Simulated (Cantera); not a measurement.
Cantera run:

```python
import numpy as np
import cantera as ct

gas_names = """
    CL2 AL2CL6 MgCL2 LiCL Cu3CL3 ALCL3
""".split()
cond_names = """
    Ca(a) Ca(b) Ca(L) CaCL2(s) CaCL2(L) AL(cr) AL(L) ALCL3(s) ALCL3(L) Mg(cr) Mg(L) Li(cr) Li(L) Cu(cr)
    Cu(L)
""".split()


# ... load() reads the species with a 1 bar reference pressure and builds the phases ...
species = {s.name: s for s in load("nasa_gas.yaml", gas_names) + load("nasa_condensed.yaml", cond_names)}
# Each term lists the table entries of one substance; the one whose range holds T is used.
reactions = {
    'Ca + Cl2(g) = CaCl2':
        [(-1, ['Ca(a)', 'Ca(b)', 'Ca(L)']), (-1, ['CL2']), (1, ['CaCL2(s)', 'CaCL2(L)'])],
    '0.6667 Al + Cl2(g) = 0.6667 AlCl3':
        [(-0.6666666666666666, ['AL(cr)', 'AL(L)']), (-1, ['CL2']), (0.6666666666666666, ['ALCL3(s)', 'ALCL3(L)'])],
    '0.6667 Al + Cl2(g) = 0.3333 Al2Cl6(g)':
        [(-0.6666666666666666, ['AL(cr)', 'AL(L)']), (-1, ['CL2']), (0.3333333333333333, ['AL2CL6'])],
    'Mg + Cl2(g) = MgCl2(g)':
        [(-1, ['Mg(cr)', 'Mg(L)']), (-1, ['CL2']), (1, ['MgCL2'])],
    '2 Li + Cl2(g) = 2 LiCl(g)':
        [(-2, ['Li(cr)', 'Li(L)']), (-1, ['CL2']), (2, ['LiCL'])],
    '2 Cu + Cl2(g) = 0.6667 Cu3Cl3(g)':
        [(-2, ['Cu(cr)', 'Cu(L)']), (-1, ['CL2']), (0.6666666666666666, ['Cu3CL3'])],
    '0.6667 Al + Cl2(g) = 0.6667 AlCl3(g)':
        [(-0.6666666666666666, ['AL(cr)', 'AL(L)']), (-1, ['CL2']), (0.6666666666666666, ['ALCL3'])],
}


def pick(names, T):
    return next(species[n] for n in names if species[n].thermo.min_temp <= T <= species[n].thermo.max_temp)


results = []
for label, terms in reactions.items():
    print(label)
    print("     T/K   dH/kJ  dS/(J/K)   dG/kJ   log10 K")
    for T in [300, 400, 425, 450, 475, 500, 525]:
        used = [(nu, pick(names, T)) for nu, names in terms]
        dH = sum(nu * s.thermo.h(T) for nu, s in used) / 1e6
        dS = sum(nu * s.thermo.s(T) for nu, s in used) / 1e3
        dG = dH - T * dS / 1e3
        logK = -dG * 1e6 / (ct.gas_constant * T * np.log(10))
        results.append((label, T, dH, dS, dG, logK, [s.name for _, s in used]))
        print(f"{T:8g} {dH:8.1f} {dS:8.1f} {dG:8.1f} {logK:8.2f}")
```

Result:

```
Ca + Cl2(g) = CaCl2
     T/K   dH/kJ  dS/(J/K)   dG/kJ   log10 K
     300   -795.8   -160.9   -747.5   130.15
     400   -794.5   -157.1   -731.6    95.54
     425   -794.1   -156.3   -727.7    89.44
     450   -793.8   -155.6   -723.8    84.02
     475   -793.5   -154.9   -719.9    79.17
     500   -793.2   -154.2   -716.1    74.80
     525   -792.9   -153.6   -712.2    70.86
0.6667 Al + Cl2(g) = 0.6667 AlCl3
     T/K   dH/kJ  dS/(J/K)   dG/kJ   log10 K
     300   -470.4   -169.0   -419.7    73.07
     400   -469.2   -165.5   -403.0    52.62
     425   -468.8   -164.6   -398.8    49.02
     450   -468.4   -163.7   -394.7    45.82
     475   -444.3   -111.9   -391.1    43.01
     500   -443.6   -110.4   -388.4    40.57
     525   -442.8   -109.0   -385.6    38.37
0.6667 Al + Cl2(g) = 0.3333 Al2Cl6(g)
     T/K   dH/kJ  dS/(J/K)   dG/kJ   log10 K
     300   -431.9    -83.6   -406.8    70.84
     400   -431.6    -82.7   -398.5    52.04
     425   -431.5    -82.4   -396.5    48.73
     450   -431.4    -82.2   -394.4    45.78
     475   -431.3    -82.0   -392.4    43.15
     500   -431.2    -81.9   -390.3    40.77
     525   -431.1    -81.7   -388.3    38.63
Mg + Cl2(g) = MgCl2(g)
     T/K   dH/kJ  dS/(J/K)   dG/kJ   log10 K
     300   -392.5     21.4   -398.9    69.45
     400   -392.7     20.8   -401.0    52.36
     425   -392.7     20.6   -401.5    49.35
     450   -392.8     20.5   -402.0    46.67
     475   -392.9     20.3   -402.5    44.27
     500   -393.0     20.2   -403.1    42.11
     525   -393.1     20.0   -403.6    40.15
2 Li + Cl2(g) = 2 LiCl(g)
     T/K   dH/kJ  dS/(J/K)   dG/kJ   log10 K
     300   -391.5    144.4   -434.8    75.70
     400   -393.3    139.0   -448.9    58.63
     425   -393.9    137.7   -452.4    55.60
     450   -394.5    136.4   -455.8    52.91
     475   -401.1    121.8   -459.0    50.47
     500   -401.7    120.5   -462.0    48.26
     525   -402.3    119.3   -465.0    46.26
2 Cu + Cl2(g) = 0.6667 Cu3Cl3(g)
     T/K   dH/kJ  dS/(J/K)   dG/kJ   log10 K
     300   -172.4     -3.0   -171.5    29.86
     400   -172.4     -3.1   -171.2    22.35
     425   -172.4     -3.2   -171.1    21.03
     450   -172.5     -3.2   -171.0    19.85
     475   -172.5     -3.3   -170.9    18.80
     500   -172.5     -3.4   -170.8    17.85
     525   -172.6     -3.4   -170.8    16.99
0.6667 Al + Cl2(g) = 0.6667 AlCl3(g)
     T/K   dH/kJ  dS/(J/K)   dG/kJ   log10 K
     300   -389.7    -32.3   -380.0    66.17
     400   -389.9    -32.9   -376.8    49.20
     425   -390.0    -33.0   -376.0    46.21
     450   -390.0    -33.1   -375.1    43.54
     475   -390.1    -33.2   -374.3    41.16
     500   -390.1    -33.3   -373.5    39.02
     525   -390.2    -33.4   -372.6    37.08
```

Cantera with NASA thermochemical tables; ideal gases at 1 bar, condensed phases pure. Condensed species are held in their standard states even where they would react or evaporate.
